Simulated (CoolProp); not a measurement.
Sulfur dioxide along the isobar 350 bar: fugacity coefficient from the reference equation and from simpler models built on Tc = 430.6 K, pc = 78.87 bar, ω = 0.256; each cubic takes its own stable root.

Model: reference Helmholtz-energy equation of state, Gao 2016, in CoolProp.

| T (K) | phase | reference | van der Waals | Peng-Robinson |
|---|---|---|---|---|
| 294.7 | liquid | 0.01783 | 0.09671 | 0.01780 |
| 311.1 | liquid | 0.02896 | 0.1188 | 0.02886 |
| 327.6 | liquid | 0.04429 | 0.1430 | 0.04414 |
| 344 | liquid | 0.06408 | 0.1686 | 0.06392 |
| 360.5 | liquid | 0.08877 | 0.1958 | 0.08870 |
| 376.9 | liquid | 0.1181 | 0.2240 | 0.1182 |
| 393.4 | liquid | 0.1521 | 0.2532 | 0.1525 |
| 409.8 | liquid | 0.1899 | 0.2828 | 0.1907 |
| 426.3 | liquid | 0.2315 | 0.3130 | 0.2326 |
| 442.7 | supercritical | 0.2755 | 0.3433 | 0.2769 |
| 459.2 | supercritical | 0.3217 | 0.3737 | 0.3233 |
| 475.6 | supercritical | 0.3687 | 0.4036 | 0.3702 |
| 492.1 | supercritical | 0.4162 | 0.4334 | 0.4173 |
| 508.5 | supercritical | 0.4628 | 0.4625 | 0.4632 |
| 525 | supercritical | 0.5084 | 0.4912 | 0.5079 |
